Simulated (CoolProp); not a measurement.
c-C4F8 (RC318) at several states: Z from the reference equation and from simpler models built on Tc = 115.2 °C, pc = 2.778 MPa, ω = 0.355; each cubic takes its own stable root.

Model: reference Helmholtz-energy equation of state, Platzer 1990, in CoolProp. This equation is an older, rougher fit; its heat capacities, sound speeds and derivatives of the liquid may be far off and weren't checked against measurements.

```csv
T (°C),p (MPa),phase,reference
79.75,4.16,liquid,0.2203
163.75,0.229,gas,0.9819
161.75,13.7,supercritical,0.6988
194.25,10.3,supercritical,0.6403
120.65,0.387,gas,0.9548
```

**Question.** How far does each simpler model (van der Waals, Redlich-Kwong, Soave-Redlich-Kwong, Peng-Robinson) lie from the reference over these 5 states: mean and median of the absolute difference, and the worst?

**Answer.** 
- van der Waals: mean 16.4 %, median 8.2 %, worst +50.6 % at 79.75 °C and 4.16 MPa
- Redlich-Kwong: mean 3.6 %, median 1.4 %, worst +14.1 % at 79.75 °C and 4.16 MPa
- Soave-Redlich-Kwong: mean 4.8 %, median 5.8 %, worst +9.2 % at 79.75 °C and 4.16 MPa
- Peng-Robinson: mean 1.8 %, median 1.0 %, worst -3.8 % at 161.75 °C and 13.7 MPa
